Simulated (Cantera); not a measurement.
## Pyrogenic steam for wet oxidation

A perfectly stirred reactor is fed with 4.89 % H2, 6.79 % O2, 88.3 % N2, equivalence ratio 0.36, at 0.133 bar; it is held at 1400 K, and followed from long to short residence time.

Cantera simulation using the H2/O2 subset of GRI-Mech 3.0, which has no nitrogen chemistry; the numbers are that mechanism's predictions, not measurements. The temperature is held fixed by assumption; the heat of reaction is taken as removed at once.

```json
[
 {"τ (s)": "3.1", "x H2": "7.49e-5", "x O2": "0.0445", "x H": "2.35e-5", "x HO2": "4.75e-7", "x O": "0.000119", "x H2O": "0.0499", "x H2O2": "3.38e-8"},
 {"τ (s)": "1.6", "x H2": "0.000116", "x O2": "0.0444", "x H": "4.55e-5", "x HO2": "6.46e-7", "x O": "0.000186", "x H2O": "0.0498", "x H2O2": "4.48e-8"},
 {"τ (s)": "0.85", "x H2": "0.000176", "x O2": "0.0444", "x H": "8.54e-5", "x HO2": "8.41e-7", "x O": "0.000283", "x H2O": "0.0496", "x H2O2": "5.78e-8"},
 {"τ (s)": "0.44", "x H2": "0.000270", "x O2": "0.0443", "x H": "0.000164", "x HO2": "1.07e-6", "x O": "0.000437", "x H2O": "0.0494", "x H2O2": "7.40e-8"},
 {"τ (s)": "0.23", "x H2": "0.000409", "x O2": "0.0443", "x H": "0.000309", "x HO2": "1.29e-6", "x O": "0.000667", "x H2O": "0.0491", "x H2O2": "9.27e-8"},
 {"τ (s)": "0.12", "x H2": "0.000617", "x O2": "0.0442", "x H": "0.000579", "x HO2": "1.51e-6", "x O": "0.00101", "x H2O": "0.0486", "x H2O2": "1.14e-7"},
 {"τ (s)": "0.065", "x H2": "0.000897", "x O2": "0.0441", "x H": "0.00103", "x HO2": "1.69e-6", "x O": "0.00149", "x H2O": "0.0480", "x H2O2": "1.35e-7"},
 {"τ (s)": "0.034", "x H2": "0.00131", "x O2": "0.0440", "x H": "0.00185", "x HO2": "1.85e-6", "x O": "0.00220", "x H2O": "0.0470", "x H2O2": "1.56e-7"},
 {"τ (s)": "0.018", "x H2": "0.00185", "x O2": "0.0440", "x H": "0.00317", "x HO2": "1.97e-6", "x O": "0.00317", "x H2O": "0.0455", "x H2O2": "1.74e-7"},
 {"τ (s)": "0.0094", "x H2": "0.00254", "x O2": "0.0440", "x H": "0.00521", "x HO2": "2.04e-6", "x O": "0.00444", "x H2O": "0.0435", "x H2O2": "1.87e-7"}
]
```
x: mole fraction; the columns are a selection and need not sum to one.
